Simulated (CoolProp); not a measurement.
Properties of n-butane along the isobar 101 kPa.

Computed with CoolProp (reference Helmholtz-energy equation of state, Bücker 2006).

```csv
T (K),phase,Z,conductivity (mW/(m K))
146.7,liquid,0.006648,173
175.4,liquid,0.005773,161
204,liquid,0.005164,148
232.6,liquid,0.004724,134
261.3,liquid,0.004405,121
289.9,gas,0.9670,15.8
318.5,gas,0.9761,18.6
347.2,gas,0.9822,21.8
375.8,gas,0.9864,25.2
404.4,gas,0.9894,28.9
433.1,gas,0.9916,32.8
```

Thermal conductivity comes from a separate model (Perkins 2002).
